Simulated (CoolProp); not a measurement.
Vapour-liquid equilibrium of R134a (1) + R1234yf (2) at 1.34 MPa; x and y are mole fractions of (1).

Model: multi-fluid Helmholtz-energy mixture model, Tillner-Roth 1994 and Lemmon 2022; pair parameters Bell 2022, in CoolProp.

Problem. Give the bubble temperature and the first vapour's composition at x = 0.05, 0.5, 0.8. Is there an azeotrope?

Solution. x = 0.05: 323.9 K, y = 0.056; x = 0.5: 322.2 K, y = 0.502; x = 0.8: 322.7 K, y = 0.789. y crosses x between x = 0.5 and 0.65: the model has an azeotrope there.

The pair parameters rest on a limited set of measurements; away from them the model extrapolates.
